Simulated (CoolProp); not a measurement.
Carbon dioxide along the isotherm 422.4 K: Z from the reference equation and from simpler models built on Tc = 304.1 K, pc = 73.77 bar, ω = 0.224; each cubic takes its own stable root.

Values from CoolProp's reference Helmholtz-energy equation of state, Span 1996.

| p (bar) | phase | reference |
|---|---|---|
| 82 | supercritical | 0.8822 |
| 164 | supercritical | 0.7875 |
| 246 | supercritical | 0.7508 |
| 328 | supercritical | 0.7741 |
| 410 | supercritical | 0.8309 |
| 492 | supercritical | 0.9023 |
| 574 | supercritical | 0.9800 |
| 656 | supercritical | 1.061 |
| 738 | supercritical | 1.142 |

### Question
How far does each simpler model (Redlich-Kwong, Peng-Robinson) lie from the reference over these 9 states: mean and median of the absolute difference, and the worst?

### Answer
- Redlich-Kwong: mean 1.1 %, median 0.2 %, worst -3.8 % at 422.4 K and 164 bar
- Peng-Robinson: mean 1.8 %, median 1.5 %, worst -3.6 % at 422.4 K and 738 bar
